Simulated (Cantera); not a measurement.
A perfectly stirred reactor is fed with 28.6 % H2, 71.4 % O2, equivalence ratio 0.20, at 2.93 Torr; it is held at 1225 K, and followed from long to short residence time.

Computed with Cantera and GRI-Mech 3.0 (53 species, 325 reactions). Radical loss at walls, strong at low pressure, is not modelled. The temperature is held fixed by assumption; the heat of reaction is taken as removed at once.

Problem. Predict: x(H2) at τ = 0.420 s; x(O2) at τ = 0.420 s; x(H2O) at τ = 0.420 s; x(H2O2) at τ = 0.420 s; x(H) at τ = 0.420 s; x(H2) at τ = 16.0 ms; x(O2) at τ = 16.0 ms; x(H2O) at τ = 16.0 ms; x(H2O2) at τ = 16.0 ms; x(H) at τ = 16.0 ms.

Solution. 
| Quantity | Result |
|---|---|
| x(H2) at τ = 0.420 s | 0.00662 |
| x(O2) at τ = 0.420 s | 0.639 |
| x(H2O) at τ = 0.420 s | 0.303 |
| x(H2O2) at τ = 0.420 s | 1.79e-7 |
| x(H) at τ = 0.420 s | 0.0181 |
| x(H2) at τ = 16.0 ms | 0.0220 |
| x(O2) at τ = 16.0 ms | 0.578 |
| x(H2O) at τ = 16.0 ms | 0.213 |
| x(H2O2) at τ = 16.0 ms | 1.19e-7 |
| x(H) at τ = 16.0 ms | 0.0986 |
